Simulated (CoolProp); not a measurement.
Vapour-liquid equilibrium of hexamethyldisiloxane (MM) (1) + toluene (2) at 157.65 °C; x and y are mole fractions of (1).

Values from CoolProp's multi-fluid Helmholtz-energy mixture model, Thol 2016 and Lemmon 2006; pair parameters Bell 2016.

```
x     bubble pressure (kPa)  y at the bubble point  dew pressure at overall composition x (kPa)  liquid density (mol/L)
----  ---------------------  ---------------------  -------------------------------------------  ----------------------
0.05                      …                  0.069                                        331.8                   7.547
0.2                   354.8                  0.254                                            …                   6.610
0.35                  372.8                  0.412                                            …                   5.837
0.5                   387.7                  0.553                                        382.3                   5.194
0.65                  399.3                  0.685                                        396.5                   4.652
0.8                   407.5                  0.815                                        406.8                   4.193
0.95                  412.0                  0.951                                        412.0                   3.801
```

Problem. What belongs in the gaps?

Solution. 
- 0.05, bubble pressure (kPa): 333.9
- 0.2, dew pressure at overall composition x (kPa): 348.6
- 0.35, dew pressure at overall composition x (kPa): 365.8

No azeotrope shows between x = 0.05 and 0.95.

The pair parameters rest on a limited set of measurements; away from them the model extrapolates.
